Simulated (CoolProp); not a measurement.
Aqueous propylene glycol as a coolant, 57 % by mass, freezing at -43.9 °C, 1 atm.

Values from CoolProp's Melinder's fits for secondary coolants.

```json
[
 {"T (°C)": "-24.3", "cp (kJ/(kg K))": "3.206", "conductivity (W/(m K))": "0.315", "Prandtl number": "1830", "viscosity (mPa s)": "180"},
 {"T (°C)": "-18.2", "cp (kJ/(kg K))": "3.233", "conductivity (W/(m K))": "0.318", "Prandtl number": "1050", "viscosity (mPa s)": "104"},
 {"T (°C)": "-12.2", "cp (kJ/(kg K))": "3.259", "conductivity (W/(m K))": "0.320", "Prandtl number": "639", "viscosity (mPa s)": "62.8"},
 {"T (°C)": "-6.1", "cp (kJ/(kg K))": "3.285", "conductivity (W/(m K))": "0.323", "Prandtl number": "401", "viscosity (mPa s)": "39.4"},
 {"T (°C)": "-0", "cp (kJ/(kg K))": "3.311", "conductivity (W/(m K))": "0.325", "Prandtl number": "263", "viscosity (mPa s)": "25.8"},
 {"T (°C)": "6", "cp (kJ/(kg K))": "3.337", "conductivity (W/(m K))": "0.327", "Prandtl number": "180", "viscosity (mPa s)": "17.6"},
 {"T (°C)": "12.1", "cp (kJ/(kg K))": "3.364", "conductivity (W/(m K))": "0.330", "Prandtl number": "127", "viscosity (mPa s)": "12.4"},
 {"T (°C)": "18.2", "cp (kJ/(kg K))": "3.390", "conductivity (W/(m K))": "0.332", "Prandtl number": "92.2", "viscosity (mPa s)": "9.04"},
 {"T (°C)": "24.2", "cp (kJ/(kg K))": "3.416", "conductivity (W/(m K))": "0.335", "Prandtl number": "69.5", "viscosity (mPa s)": "6.81"},
 {"T (°C)": "30.3", "cp (kJ/(kg K))": "3.442", "conductivity (W/(m K))": "0.337", "Prandtl number": "53.6", "viscosity (mPa s)": "5.25"},
 {"T (°C)": "36.4", "cp (kJ/(kg K))": "3.469", "conductivity (W/(m K))": "0.339", "Prandtl number": "42.4", "viscosity (mPa s)": "4.15"}
]
```
